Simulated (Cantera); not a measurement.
Thermodynamics of silicon oxide and oxynitride deposition, feed SiCl₄ + O₂

Input: 1 mol SiCl₄, 0.53 mol O₂, held at 13.3 mbar.

These are equilibrium values from Cantera (NASA tables, ideal gas, pure condensed phases), not measurements of a reactor. Candidate condensed phases: Si, SiO₂; 15 gas species. The tables hold silica as quartz up to 1696 K and as liquid above; real silica turns to tridymite and cristobalite and melts near 1996 K. Kinetics and transport are ignored.

From 698 K to 798 K the condensed part is SiO₂(α-quartz). From 848 K to 1198 K the condensed part is SiO₂(β-quartz). The main Si-bearing gas is SiCl₄ throughout.

```csv
T (K),x Cl₂,x SiCl₄,x Cl,x SiCl₃,x ClO,n SiO₂(α-quartz),n SiO₂(β-quartz)
698,0.693,0.307,4.48e-6,<1e-12,<1e-12,0.530,0
748,0.693,0.307,1.85e-5,<1e-12,<1e-12,0.530,0
798,0.693,0.307,6.43e-5,<1e-12,<1e-12,0.530,0
848,0.693,0.307,0.000193,6.39e-12,1.23e-12,0,0.530
898,0.692,0.307,0.000513,5.38e-11,7.26e-12,0,0.530
948,0.692,0.307,0.00123,3.61e-10,3.54e-11,0,0.530
998,0.691,0.307,0.00271,2.00e-9,1.47e-10,0,0.530
1048,0.688,0.306,0.00554,9.38e-9,5.34e-10,0,0.530
1098,0.684,0.306,0.0106,3.82e-8,1.71e-9,0,0.530
1148,0.677,0.304,0.0191,1.38e-7,4.93e-9,0,0.530
1198,0.665,0.302,0.0327,4.45e-7,1.29e-8,0,0.530
```
x: gas mole fraction; n: condensed amount in mol.
